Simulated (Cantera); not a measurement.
Charge: 1 mol MgCO₃, 0.32 mol H₂S, 0.16 mol CO₂, at 1900000 Pa.

Cantera equilibrium calculation (NASA polynomials, part measured and part estimated; ideal gas, pure solids and liquids). Candidate condensed phases: C, C₆H₆, C₇H₈, C₈H₁₈, H₂O, H₂SO₄, Mg, MgCO₃, MgO, Mg(OH)₂, MgS, MgSO₄, S; 130 gas species. Rates play no part. All values below are at 1623 K.

Base state: CO₂ 0.523, CO 0.180, H₂O 0.145, S₂ 0.0599, H₂S 0.0360, SO₂ 0.0229, H₂ 0.0161, COS 0.0136 (mole fractions); condensed: MgO(s).

Problem. What changes in the equilibrium state with this change: H₂S from 0.32 to 0.61 mol?

Solution. 
```json
[
 {"species": "CO₂", "before": "0.523", "after": "0.371"},
 {"species": "CO", "before": "0.180", "after": "0.195"},
 {"species": "H₂O", "before": "0.145", "after": "0.187"},
 {"species": "H₂S", "before": "0.0360", "after": "0.0879"},
 {"species": "H₂", "before": "0.0161", "after": "0.0318"},
 {"species": "SO₂", "before": "0.0229", "after": "0.0121"},
 {"species": "S₂", "before": "0.0599", "after": "0.0917"},
 {"species": "COS", "before": "0.0136", "after": "0.0183"},
 {"species": "CS₂", "before": "8.39e-5", "after": "0.000213"},
 {"species": "SH", "before": "0.000790", "after": "0.00137"},
 {"species": "S", "before": "8.55e-6", "after": "1.06e-5"},
 {"species": "SO", "before": "0.000644", "after": "0.000520"},
 {"species": "MgO(s), mol", "before": "1.00", "after": "1.00"}
]
```
